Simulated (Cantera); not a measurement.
A closed system holds: 1 mol SiH2Cl2, a varied amount of N2, held at 923.15 K and 10.0 mbar.

Cantera equilibrium calculation (NASA polynomials, part measured and part estimated; ideal gas, pure solids and liquids). Candidate condensed phases: NH4Cl, Si, Si3N4; 28 gas species. N2 is the only nitrogen source here; it is nearly inert below about 1500 K, so the nitride shown seldom forms there in practice. Equilibrium is a limit: real reactors are often held back by kinetics, nucleation or transport.

x: gas mole fraction; n: condensed amount in mol.

```
n(N2) (mol)   x N2   x HCl     x H2  x SiCl4  n Si3N4(s)
-----------  -----  ------  -------  -------  ----------
6.2          0.759   0.162   0.0530   0.0265       0.267
11           0.852       ?        ?        ?       0.274
16           0.894       ?        ?        ?       0.278
20           0.913  0.0642   0.0149  0.00743       0.281
25           0.930  0.0531   0.0115  0.00574       0.283
30           0.941  0.0454  0.00928  0.00464       0.285
35           0.949  0.0396  0.00774  0.00387       0.286
```

Fill in the missing entries.


- 16, x HCl: 0.0774
- 16, x H2: 0.0192
- 16, x SiCl4: 0.00957
- 11, x HCl: 0.105
- 11, x H2: 0.0290
- 11, x SiCl4: 0.0145
